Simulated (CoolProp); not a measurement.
Vapour pressure (MPa) of methanol: the reference equation beside estimates from Tc = 513.4 K, pc = 8.216 MPa, ω = 0.565.

Computed with CoolProp (reference Helmholtz-energy equation of state, de Reuck 1993).

```csv
T (K),reference,Lee-Kesler,Redlich-Kwong
361,0.2379,0.2370,0.7464
368,0.3000,0.3013,0.8750
374.9,0.3737,0.3775,1.017
381.8,0.4613,0.4681,1.174
388.8,0.5664,0.5766,1.350
395.7,0.6880,0.7019,1.541
402.7,0.8318,0.8496,1.754
409.6,0.9961,1.018,1.982
416.6,1.188,1.213,2.234
423.5,1.405,1.433,2.503
430.5,1.656,1.686,2.798
437.4,1.936,1.967,3.111
444.3,2.253,2.283,3.446
```

Absolute difference from the reference over all 13 rows, mean and median: Lee-Kesler 1.6 and 1.8 %, Redlich-Kwong 119.5 and 110.9 %.
